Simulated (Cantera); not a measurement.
Feed: 1 mol SiH4, 0.0076 mol C3H8, a varied amount of H2, at 2100 K and 13.3 mbar.

Method: chemical equilibrium by Gibbs-energy minimisation in Cantera with the NASA 1993 tables (ideal gas, pure condensed phases). Candidate condensed phases: C, C6H6, C7H8, C8H18, Si, SiC; 87 gas species. Mutual solubility and eutectic melting of coexisting phases are not modelled. Gases not in the tables: Si2H6 and higher silanes. Rates play no part.

Problem. What share of the Si ends up in condensed phases as a function of n(H2) (mol), at 1.6, 2.5, 3.9, 6.2, 9.6, 15, 24, 37, 58, 90, 140, 220?

Solution. 
```json
[
 {"n(H2) (mol)": "1.6", "Si condensed (%)": "95.6", "as": "Si(l) + SiC(s)"},
 {"n(H2) (mol)": "2.5", "Si condensed (%)": "94.4", "as": "Si(l) + SiC(s)"},
 {"n(H2) (mol)": "3.9", "Si condensed (%)": "92.7", "as": "Si(l) + SiC(s)"},
 {"n(H2) (mol)": "6.2", "Si condensed (%)": "89.9", "as": "Si(l) + SiC(s)"},
 {"n(H2) (mol)": "9.6", "Si condensed (%)": "85.7", "as": "Si(l) + SiC(s)"},
 {"n(H2) (mol)": "15", "Si condensed (%)": "79.1", "as": "Si(l) + SiC(s)"},
 {"n(H2) (mol)": "24", "Si condensed (%)": "68.1", "as": "Si(l) + SiC(s)"},
 {"n(H2) (mol)": "37", "Si condensed (%)": "52.2", "as": "Si(l) + SiC(s)"},
 {"n(H2) (mol)": "58", "Si condensed (%)": "27.1", "as": "Si(l)"},
 {"n(H2) (mol)": "90", "Si condensed (%)": "0.0", "as": "-"},
 {"n(H2) (mol)": "140", "Si condensed (%)": "0.0", "as": "-"},
 {"n(H2) (mol)": "220", "Si condensed (%)": "0.0", "as": "-"}
]
```
